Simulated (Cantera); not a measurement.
Source: NASA polynomial tables (part measured, part estimated), evaluated in Cantera. Values are per mole of reaction as written; species without (g) are pure solids or liquids, kept so even where they would boil at 1 bar. The tables' values for C2F4 are old estimates.

2 CF3(g) + CuF2(g) = 2 CF4(g) + Cu, with ΔH° = -658.7 kJ and ΔS° = -241.3 J/K at 300 K.

**Question.** How far is the shortcut ΔG° ≈ ΔH°(300 K) − T·ΔS°(300 K) from the full temperature-dependent value at 1500, 1700, 1900, 2100, 2300 K?

**Answer.** 
```csv
T (K),shortcut (kJ),full (kJ),difference (kJ),difference in log10 K,condensed phases
1500,-296.8,-308.3,11.5,-0.40,Cu(l)
1700,-248.6,-266.0,17.4,-0.53,Cu(l)
1900,-200.3,-224.1,23.8,-0.65,Cu(l)
2100,-152.1,-182.7,30.7,-0.76,Cu(l)
2300,-103.8,-141.8,38.0,-0.86,Cu(l)
```
The shortcut ignores heat capacities and the phase changes listed.
